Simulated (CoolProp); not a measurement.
Vapour-liquid equilibrium of 1-butene (1) + n-perfluorobutane (2) at 743 kPa; x and y are mole fractions of (1).

Computed with CoolProp (multi-fluid Helmholtz-energy mixture model, Lemmon 2005 and Gao 2022; pair parameters Bell 2016).

| x | bubble temperature, mixture model (°C) | bubble temperature, Raoult's law (°C) | y, mixture model | y, Raoult's law |
|---|---|---|---|---|
| 0.05 | 57.5 | 61.2 | [?] | 0.053 |
| 0.2 | 47.5 | 60.8 | 0.393 | 0.209 |
| 0.35 | 42.2 | 60.5 | 0.533 | 0.363 |
| 0.5 | 40.8 | 60.1 | [?] | 0.514 |
| 0.65 | [?] | 59.8 | 0.593 | 0.663 |
| 0.8 | 41.0 | 59.4 | 0.602 | 0.809 |
| 0.95 | 48.7 | 59.1 | 0.770 | 0.953 |

Task: Some entries are withheld; supply them.

Result: 
- 0.05, y, mixture model: 0.115
- 0.5, y, mixture model: 0.583
- 0.65, bubble temperature, mixture model (°C): 40.7

The largest gap from Raoult's law is -19.3 K in bubble temperature, at x = 0.5. y crosses x between x = 0.5 and 0.65: the model has an azeotrope there.

The pair parameters rest on a limited set of measurements; away from them the model extrapolates. With so large a gap from Raoult's law the liquid may split in two, which this calculation doesn't test in full.
